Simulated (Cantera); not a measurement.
Feed: 1 mol SiCl4, 1.6 mol N2, at 1548.15 K and 9.00 Torr.

Method: chemical equilibrium by Gibbs-energy minimisation in Cantera with the NASA 1993 tables (ideal gas, pure condensed phases). Candidate condensed phases: Si, Si3N4; 13 gas species. The tables' values for SiCl3 are old estimates; treat these amounts as uncertain. The numbers say what is thermodynamically allowed, not how fast it happens.

Base state: N2 0.607, SiCl4 0.367, Cl 0.0128, SiCl3 0.0114, SiCl2 0.000993, Cl2 0.000307 (mole fractions); condensed: gas only.

Question: What changes in the equilibrium state with this change: temperature from 1548.15 K to 1273 K?

Answer: 
```json
[
 {"species": "N2", "before": "0.607", "after": "0.615"},
 {"species": "SiCl4", "before": "0.367", "after": "0.384"},
 {"species": "SiCl3", "before": "0.0114", "after": "0.000479"},
 {"species": "Cl", "before": "0.0128", "after": "0.000438"},
 {"species": "SiCl2", "before": "0.000993", "after": "3.92e-6"},
 {"species": "Cl2", "before": "0.000307", "after": "2.45e-5"}
]
```
